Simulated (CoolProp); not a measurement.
Saturation properties of R114.

The numbers come from the reference Helmholtz-energy equation of state, Platzer 1990 in CoolProp. This equation is an older, rougher fit; its heat capacities, sound speeds and derivatives of the liquid may be far off and weren't checked against measurements.

```
T (°C)  p (bar)  vapour density (kg/m³)  surface tension (mN/m)
------  -------  ----------------------  ----------------------
27.75     2.340                   17.25                    10.6
31.45     2.625                   19.25                    10.2
35.15     2.936                   21.43                    9.80
38.85     3.273                   23.80                    9.39
42.55     3.639                   26.38                    8.99
46.25     4.035                   29.17                    8.58
49.95     4.463                   32.21                    8.18
53.75     4.937                   35.58                    7.78
57.45     5.433                   39.14                    7.38
```

It boils at 3.6 °C under 1 atm.

Surface tension comes from a separate correlation (Mulero 2012).
